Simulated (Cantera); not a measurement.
Input: 1 mol SiH₄, 1.7 mol CO₂, 0.062 mol O₂, at 13.3 mbar.

These are equilibrium values from Cantera (NASA tables, ideal gas, pure condensed phases), not measurements of a reactor. Candidate condensed phases: C, C₆H₆, C₇H₈, C₈H₁₈, H₂O, Si, SiC, SiO₂; 123 gas species. Mutual solubility and eutectic melting of coexisting phases are not modelled. The tables hold silica as quartz up to 1696 K and as liquid above; real silica turns to tridymite and cristobalite and melts near 1996 K. The numbers say what is thermodynamically allowed, not how fast it happens.

Question: Which condensed phases are stable at each of these points (T (°C)): 1275, 1300, 1325, 1350, 1375, 1400, 1425, 1450, 1475, 1500, 1525, 1550, 1575?

Answer: 
```json
[
 {"T (°C)": "1275", "condensed phases": "SiC(s) + SiO₂(β-quartz)", "Si condensed (%)": "93.7"},
 {"T (°C)": "1300", "condensed phases": "SiC(s) + SiO₂(β-quartz)", "Si condensed (%)": "88.4"},
 {"T (°C)": "1325", "condensed phases": "SiO₂(β-quartz)", "Si condensed (%)": "82.4"},
 {"T (°C)": "1350", "condensed phases": "SiO₂(β-quartz)", "Si condensed (%)": "82.4"},
 {"T (°C)": "1375", "condensed phases": "SiO₂(β-quartz)", "Si condensed (%)": "82.4"},
 {"T (°C)": "1400", "condensed phases": "SiO₂(β-quartz)", "Si condensed (%)": "82.3"},
 {"T (°C)": "1425", "condensed phases": "SiO₂(condensed)", "Si condensed (%)": "82.3"},
 {"T (°C)": "1450", "condensed phases": "SiO₂(condensed)", "Si condensed (%)": "82.2"},
 {"T (°C)": "1475", "condensed phases": "SiO₂(condensed)", "Si condensed (%)": "82.1"},
 {"T (°C)": "1500", "condensed phases": "SiO₂(condensed)", "Si condensed (%)": "81.9"},
 {"T (°C)": "1525", "condensed phases": "SiO₂(condensed)", "Si condensed (%)": "81.6"},
 {"T (°C)": "1550", "condensed phases": "SiO₂(condensed)", "Si condensed (%)": "81.1"},
 {"T (°C)": "1575", "condensed phases": "SiO₂(condensed)", "Si condensed (%)": "80.4"}
]
```

From 1275 °C to 1300 °C the condensed part is SiC(s) + SiO₂(β-quartz). From 1325 °C to 1400 °C the condensed part is SiO₂(β-quartz). From 1425 °C to 1575 °C the condensed part is SiO₂(condensed).
